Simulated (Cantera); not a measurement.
Input (Python, Cantera) and output of one run.

```python
import numpy as np
import cantera as ct

gas_names = """
    H H2 N NH NH2 NH3 N2 N2H2 N2H4 Pb Pb2
""".split()
cond_names = """
    Pb(cr) Pb(L)
""".split()


# ... load() reads the species with a 1 bar reference pressure and builds the phases ...
atoms = {
    'Pb': {'Pb': 1},
    'H2': {'H': 2},
    'N2': {'N': 2},
}
top_T = {}  # K; cautious upper limits of use, not melting points


# ... equilibrate(T, P, feed) seeds the gas with the atoms and calls Mixture.equilibrate('TP', solver="vcs", rtol=1e-11, max_steps=5000) ...
results = []
feed = {'Pb': 1, 'H2': 4.2, 'N2': 0.59}  # mol
P = 8600  # Pa
for T in [525, 625, 725, 825, 925, 1025, 1125, 1225, 1325, 1425, 1525]:
    mix = equilibrate(T, P, feed)
    results.append((T, P, feed, dict(zip(mix.species_names, mix.species_moles))))

top = {s: max(r[3][s] / sum(r[3][g] for g in gas_names) for r in results) for s in gas_names}
cols = sorted((s for s in top if top[s] > 1e-06), key=lambda s: -top[s])[:9]
seen = [c for c in cond_names if any(r[3].get(c, 0) > 1e-12 for r in results)]
print("log10 of partial pressures in bar; condensed amounts in mol")
print(f"{'T/K':>10s}" + "".join(f"{s[:9]:>10s}" for s in cols + seen))
for T, P, feed, n in results:
    ng = sum(n[g] for g in gas_names)
    print(f"{T:10.4g}" + "".join(f"{np.log10(max(n[s] / ng * P / 1e5, 1e-99)):10.3f}" for s in cols)
          + "".join(f"{n.get(c, 0):10.4g}" for c in seen))
```

It prints:

```
log10 of partial pressures in bar; condensed amounts in mol
       T/K        H2        Pb        N2       NH3         H       Pb2    Pb(cr)     Pb(L)
       525    -1.124   -13.691    -1.981    -3.424   -19.629   -25.291         1         0
       625    -1.123   -10.632    -1.976    -4.233   -16.131   -20.110         0         1
       725    -1.123    -8.472    -1.975    -4.836   -13.591   -16.472         0         1
       825    -1.123    -6.843    -1.975    -5.302   -11.662   -13.734         0         1
       925    -1.123    -5.573    -1.975    -5.674   -10.146   -11.603         0    0.9999
      1025    -1.123    -4.556    -1.975    -5.977    -8.922    -9.899         0    0.9985
      1125    -1.124    -3.723    -1.976    -6.230    -7.914    -8.507         0    0.9894
      1225    -1.127    -3.029    -1.980    -6.449    -7.070    -7.350         0    0.9474
      1325    -1.141    -2.443    -1.994    -6.658    -6.357    -6.373         0    0.7904
      1425    -1.185    -1.941    -2.037    -6.900    -5.758    -5.538         0    0.2639
      1525    -1.205    -1.828    -2.057    -7.076    -5.229    -5.460         0         0
```

Method: chemical equilibrium by Gibbs-energy minimisation in Cantera with the NASA 1993 tables (ideal gas, pure condensed phases).
